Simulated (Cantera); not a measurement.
A closed system holds: 1 mol Cu2O, 2.4 mol CO, 0.17 mol H2, equilibrated at 62.0 mbar.

Method: chemical equilibrium by Gibbs-energy minimisation in Cantera with the NASA 1993 tables (ideal gas, pure condensed phases). Candidate condensed phases: C, C6H6, C7H8, C8H18, Cu, CuO, Cu(OH)2, Cu2O, H2O; 113 gas species. Rates play no part.

Problem. At 1275 °C, list the 6 most abundant gas species with their mole fractions, and the condensed phases.

Solution. CO 0.586, CO2 0.348, H2O 0.0412, H2 0.0249, Cu 0.000290, H 1.95e-5. Condensed: Cu(l).
